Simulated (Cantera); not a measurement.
A perfectly stirred reactor is fed with 72.1 % NO, 27.4 % N₂, 0.526 % H₂O, at 10.00 Torr; it is held at 1975 K, and followed from long to short residence time.

Model: GRI-Mech 3.0 (53 species, 325 reactions), integrated in Cantera. Radical loss at walls, strong at low pressure, is not modelled.

Q: Predict: x(NO) at τ = 13.0 s; x(NO₂) at τ = 13.0 s; x(N₂) at τ = 13.0 s; x(O₂) at τ = 13.0 s; x(O) at τ = 13.0 s; x(NO) at τ = 19.0 ms; x(NO₂) at τ = 19.0 ms; x(N₂) at τ = 19.0 ms; x(O₂) at τ = 19.0 ms; x(O) at τ = 19.0 ms.

A: 
| Item | Result |
|---|---|
| x(NO) at τ = 13.0 s | 0.350 |
| x(NO₂) at τ = 13.0 s | 6.67e-5 |
| x(N₂) at τ = 13.0 s | 0.458 |
| x(O₂) at τ = 13.0 s | 0.183 |
| x(O) at τ = 13.0 s | 0.00211 |
| x(NO) at τ = 19.0 ms | 0.720 |
| x(NO₂) at τ = 19.0 ms | 1.66e-5 |
| x(N₂) at τ = 19.0 ms | 0.274 |
| x(O₂) at τ = 19.0 ms | 0.000109 |
| x(O) at τ = 19.0 ms | 4.91e-5 |
